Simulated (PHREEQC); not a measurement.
Dissolve 8.2 mmol/kgw CuSO4, 0.053 mmol/kgw H2SO4 and 0.12 mmol/kgw FeCl3 at 25 °C. Closed to the air; pH follows from the charge balance.

The numbers come from PHREEQC with the ion-association model, phreeqc.dat.

The ionic strength comes out as 0.0241 mol/kgw. What activity coefficients do CuCl+, Fe+3, FeSO4+, SO4-2, Cl- get?

CuCl+ 0.86, Fe+3 0.33, FeSO4+ 0.86, SO4-2 0.56, Cl- 0.86.

Precipitation was switched off in this run. Saturation is exceeded, for instance for Fe(OH)3(a), Hematite (slow to form); the values hold only as long as no solid forms.
